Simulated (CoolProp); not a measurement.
A Linde-Hampson liquefier for nitrogen: isothermal reversible compression at 250 K from 1 atm to 30 MPa, throttling to 1 atm, return gas leaving the recuperator 10 K below the feed. Each further row changes one setting.

Computed with CoolProp (reference Helmholtz-energy equation of state, Span 2000).

```tsv
case	liquid yield per pass	compression work (kJ/kg of gas)
as stated	0.126	418
high pressure 60 MPa	0.115	485
warm-end temperature 280 K	0.086	474
warm-end gap 15 K	0.114	418
```
